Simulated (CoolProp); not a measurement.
Vapour pressure (kPa) of decamethyltetrasiloxane (MD2M): the reference equation beside estimates from Tc = 599.4 K, pc = 1144 kPa, ω = 0.635. Clausius-Clapeyron is anchored at 537.1 K with a constant enthalpy of vaporisation of 30.52 kJ/mol.

Values from CoolProp's reference Helmholtz-energy equation of state, Thol 2017.

```
T (K)  reference  Lee-Kesler  Clausius-Clapeyron  van der Waals  Redlich-Kwong  Soave-Redlich-Kwong  Peng-Robinson
-----  ---------  ----------  ------------------  -------------  -------------  -------------------  -------------
468.2      102.8       102.4               154.0          392.3          236.8                103.4          103.7
485.4      153.0       152.5               203.3          463.9          306.6                154.6          154.2
502.7      220.6       220.1               263.7          543.7          390.0                224.0          222.6
519.9      308.5       308.3               335.8          630.9          486.9                314.7          312.2
537.1      420.9       421.8               420.9          726.4          598.8                431.3          427.5
554.3      562.9       566.0               520.4          830.3          726.6                578.2          573.4
571.6      742.1       748.6               635.8          943.5          872.2                761.4          756.7
588.8      967.8       976.1               767.0           1065           1035                984.2          981.5
```

Absolute difference from the reference over all 8 rows, mean and median: Lee-Kesler 0.4 and 0.4 %, Clausius-Clapeyron 19.2 and 16.9 %, van der Waals 111.6 and 88.5 %, Redlich-Kwong 57.6 and 50.0 %, Soave-Redlich-Kwong 1.8 and 1.9 %, Peng-Robinson 1.3 and 1.3 %.
